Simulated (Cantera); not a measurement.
Input (Python, Cantera):

```python
import numpy as np
import cantera as ct

gas = ct.Solution("gri30.yaml", transport_model="multicomponent")
show = ['NO', 'H', 'H2']

rows = []
print(f"{'T/K':>7s}{'rho':>11s}{'cp':>10s}{'mu':>11s}{'lambda':>11s}{'Pr':>7s}" + "".join(f"{'D_' + s:>11s}" for s in show))
for T in [400, 600, 800, 1000, 1200, 1400, 1600, 1800]:
    gas.TPX = T, 13, {'N2O': 0.87, 'O2': 0.57, 'CO2': 0.12}
    Pr = gas.cp_mass * gas.viscosity / gas.thermal_conductivity
    D = [gas.mix_diff_coeffs_mole[gas.species_index(s)] for s in show]
    rows.append([gas.density, gas.cp_mass, gas.viscosity, gas.thermal_conductivity, Pr, *D])
    print(f"{T:7g}{gas.density:11.4e}{gas.cp_mass:10.1f}{gas.viscosity:11.4e}"
          f"{gas.thermal_conductivity:11.4e}{Pr:7.3f}" + "".join(f"{d:11.4e}" for d in D))
print("SI units: kg/m3, J/kg/K, Pa s, W/m/K, m2/s")
```

Output:

```
    T/K        rho        cp         mu     lambda     Pr       D_NO        D_H       D_H2
    400 1.5488e-04     959.0 2.1282e-05 2.7934e-02  0.731 2.2071e-01 1.4081e+00 9.0120e-01
    600 1.0325e-04    1070.0 2.9399e-05 4.2893e-02  0.733 4.4744e-01 2.8874e+00 1.7920e+00
    800 7.7439e-05    1149.3 3.6343e-05 5.6921e-02  0.734 7.3081e-01 4.7426e+00 2.9016e+00
   1000 6.1952e-05    1204.4 4.2534e-05 6.9839e-02  0.734 1.0648e+00 6.9315e+00 4.2084e+00
   1200 5.1626e-05    1239.9 4.8196e-05 8.1549e-02  0.733 1.4453e+00 9.4264e+00 5.6976e+00
   1400 4.4251e-05    1268.8 5.3464e-05 9.2665e-02  0.732 1.8695e+00 1.2207e+01 7.3580e+00
   1600 3.8720e-05    1292.5 5.8425e-05 1.0325e-01  0.731 2.3349e+00 1.5258e+01 9.1807e+00
   1800 3.4418e-05    1311.8 6.3141e-05 1.1336e-01  0.731 2.8398e+00 1.8567e+01 1.1159e+01
SI units: kg/m3, J/kg/K, Pa s, W/m/K, m2/s
```

Detailed kinetics in Cantera: GRI-Mech 3.0 (53 species, 325 reactions). The composition is frozen, though it would react at the higher temperatures.
